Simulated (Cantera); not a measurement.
Charge: 1 mol BCl3, 14 mol N2, equilibrated at 105 Torr.

These are equilibrium values from Cantera (NASA tables, ideal gas, pure condensed phases), not measurements of a reactor. Candidate condensed phases: B, BN; 10 gas species. N2 is the only nitrogen source here; it is nearly inert below about 1500 K, so the nitride shown seldom forms there in practice. The tables' values for BCl2, BCl are old estimates; treat these amounts as uncertain. The numbers say what is thermodynamically allowed, not how fast it happens.

x: gas mole fraction; n: condensed amount in mol.

```csv
T (K),x N2,x BCl3,x Cl,x BCl2,x BCl,x Cl2,x B,n BN(s)
1200,0.933,0.0667,6.94e-6,2.03e-7,1.24e-10,3.02e-7,<1e-12,0
1300,0.933,0.0667,2.70e-5,1.63e-6,3.64e-9,6.63e-7,<1e-12,0.000133
1400,0.933,0.0666,8.68e-5,9.62e-6,6.58e-8,1.31e-6,<1e-12,0.000398
1500,0.933,0.0665,0.000239,4.47e-5,8.02e-7,2.35e-6,<1e-12,0.000989
1600,0.933,0.0663,[?],0.000170,7.11e-6,[?],<1e-12,[?]
1700,0.932,0.0658,0.00128,0.000551,4.85e-5,6.19e-6,5.66e-12,0.00321
1800,0.931,0.0645,0.00256,0.00155,0.000265,9.20e-6,1.34e-10,0.00251
1900,0.928,0.0619,[?],0.00343,0.000956,[?],[?],0
2000,0.923,0.0573,0.0111,0.00619,0.00248,3.16e-5,1.14e-8,0
2100,0.914,0.0496,0.0212,0.01000,0.00564,5.56e-5,6.60e-8,0
```

Question: Complete the blanks.

Answer: 
- 1900, x Cl: 0.00531
- 1900, x Cl2: 1.62e-5
- 1900, x B: 1.61e-9
- 1600, x Cl: 0.000583
- 1600, x Cl2: 3.94e-6
- 1600, n BN(s): 0.00203
